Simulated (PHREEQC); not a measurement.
Synthetic water in mg/L, 60 °C, pH 1.96, pe 10.2: Na 42.2; K 86.2; Ca 22.7; Mg 44; Cl 116; S(6) as SO4 1330; N(5) as NO3 3.06; O(0) (dissolved oxygen) 1.17; Al 4.59.

Cl is adjusted to close the charge balance.
Valence states are taken as typed.

Computed with PHREEQC (ion-association model, phreeqc.dat).

No solid was allowed to form.

Question: What ionic strength does the model give?

Answer: ionic strength 0.0262 mol/kgw.

Question: In which forms is Na present?

Answer: Na+ 98 %, NaSO4- 1.6 % of the Na.

Complexes and solids missing from the database can't appear. At this temperature some constants are extrapolated from 25 °C, and those without enthalpy data are left unchanged.
